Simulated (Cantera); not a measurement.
Ignition delay

Mixture: 5.55 % C₃H₈, 17.3 % O₂, 65.5 % N₂, 11.7 % CO₂, at 10.0 bar, adiabatic and at constant volume. Ignition delay is the time to a rise of 400 K.

Model: GRI-Mech 3.0 (53 species, 325 reactions), integrated in Cantera. GRI-Mech 3.0 was tuned for natural gas; its chemistry of propane as a main component is partial and can be far from experiment.

```json
[
 {"T0 (K)": "1025", "delay (ms)": "52.8"},
 {"T0 (K)": "1075", "delay (ms)": "20.3"},
 {"T0 (K)": "1125", "delay (ms)": "7.79"},
 {"T0 (K)": "1175", "delay (ms)": "3.02"},
 {"T0 (K)": "1225", "delay (ms)": "1.20"},
 {"T0 (K)": "1275", "delay (ms)": "0.498"},
 {"T0 (K)": "1325", "delay (ms)": "0.219"}
]
```

```yaml
apparent activation energy between 1225 and 1325 K: 230 kJ/mol
```
